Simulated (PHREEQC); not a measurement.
**Phosphoric acid bath: an equilibrium model**

Consider water at 25 °C with 0.015 mol/kgw NaH2PO4, 0.0024 mol/kgw K2HPO4 and 0.0036 mol/kgw H3AsO4. Closed to the air; pH follows from the charge balance.

Model: ion-association model, wateq4f.dat, run in PHREEQC.

This is a speciation only: nothing precipitates in the calculation.

Estimate the pH.

pH 3.50.

In which forms is P present?

H2PO4- 96 %, H3PO4 3.9 % of the P.

Complexes and solids missing from the database can't appear. H3PO4, which wateq4f.dat lacks, is added to it with the constant of phreeqc.dat.
